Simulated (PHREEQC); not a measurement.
1.5 g of hydrous ferric oxide (600 m²/g; 0.2 weak and 0.005 strong sites per Fe, Dzombak-Morel constants, diffuse double layer) in 1 kg of water with 0.1 mol/kgw of an inert sodium salt and 6.1e-05 mol/kgw NiCl2, at 25 °C; the pH is set by adding NaOH or the inert anion's acid. Oxygen is held at 0.21 atm. CO2 from the air is kept out. No solid was allowed to form.

Base run: PHREEQC, ion-association model, wateq4f.dat. Each further column changes one thing. The table gives surface charge σ (C/m²).

```tsv
pH	base	background salt from 0.1 to 0.01 mol/kgw	oxide from 1.5 to 7.5 g/kgw	0.00071 mol/kgw MgCl2 added
4	0.321	0.222	0.323	0.322
4.38	0.286	0.177	0.288	0.287
5.12	0.201	0.106	0.203	0.202
5.5	0.159	?	0.161	0.160
6.25	0.093	?	0.092	0.093
6.62	0.068	0.028	0.067	0.068
7.38	0.029	?	0.028	?
7.75	0.014	0.005	0.013	?
8.5	-0.013	-0.005	-0.014	0.001
8.88	-0.028	-0.010	-0.029	-0.010
9.62	-0.065	?	-0.067	-0.039
10	-0.091	-0.039	-0.094	?
```

**Question.** Fill in the missing entries.

**Answer.** 
- 5.5, background salt from 0.1 to 0.01 mol/kgw: 0.078
- 6.25, background salt from 0.1 to 0.01 mol/kgw: 0.040
- 7.38, background salt from 0.1 to 0.01 mol/kgw: 0.011
- 7.38, 0.00071 mol/kgw MgCl2 added: 0.031
- 7.75, 0.00071 mol/kgw MgCl2 added: 0.019
- 9.62, background salt from 0.1 to 0.01 mol/kgw: -0.027
- 10, 0.00071 mol/kgw MgCl2 added: -0.058
